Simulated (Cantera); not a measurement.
# Silicon nitride deposition: SiH4 + NH3 + H2 + Cl2

Feed: 1 mol SiH4, 0.69 mol NH3, 6.7 mol H2, 1.4 mol Cl2, at 0.133 bar.

Cantera equilibrium calculation (NASA polynomials, part measured and part estimated; ideal gas, pure solids and liquids). Candidate condensed phases: NH4Cl, Si, Si3N4; 28 gas species. The tables' values for SiCl3 are old estimates; treat these amounts as uncertain. Equilibrium is a limit: real reactors are often held back by kinetics, nucleation or transport.

```tsv
T (K)	x H2	x HCl	x SiCl4	x SiCl2	n Si3N4(s)
798	0.873	0.0820	0.0449	1.70e-9	0.172
898	0.872	0.0829	0.0440	2.54e-7	0.172
998	0.870	0.0849	0.0421	1.29e-5	0.172
1098	0.866	0.0887	0.0385	0.000284	0.172
1198	0.857	0.0980	0.0315	0.00283	0.172
1298	0.838	0.117	0.0198	0.0119	0.172
1398	0.816	0.139	0.00857	0.0249	0.171
```
x: gas mole fraction; n: condensed amount in mol.

From 798 K to 1398 K the condensed part is Si3N4(s). The main Si-bearing gas is SiCl4 at 798 K and SiCl2 at 1398 K.
